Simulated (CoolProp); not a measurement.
R134a at 294.62 K and 0.317 MPa flows at 15 m/s in a round tube of 6 mm bore and 45 µm roughness, fully developed (64/Re and Nu = 3.66 if laminar; Colebrook and Gnielinski if turbulent). Each further row changes one setting.

Computed with CoolProp (reference Helmholtz-energy equation of state, Tillner-Roth 1994).

| case | Reynolds number | Darcy friction factor | pressure drop (Pa/m) | heat-transfer coefficient (W/(m² K)) | mass flow (kg/h) |
|---|---|---|---|---|---|
| as stated | 110000 | 0.0351 | 9350 | 948 | 21.7 |
| velocity 30 m/s | 220000 | 0.0348 | 37100 | 1890 | 43.4 |
| diameter 12 mm | 220000 | 0.0284 | 3780 | 760 | 86.7 |

Viscosity comes from a separate model (Huber 2003), an estimate that may be off by 10 % or more. Thermal conductivity comes from a separate model (McLinden 2000), an estimate that may be off by 10 % or more.
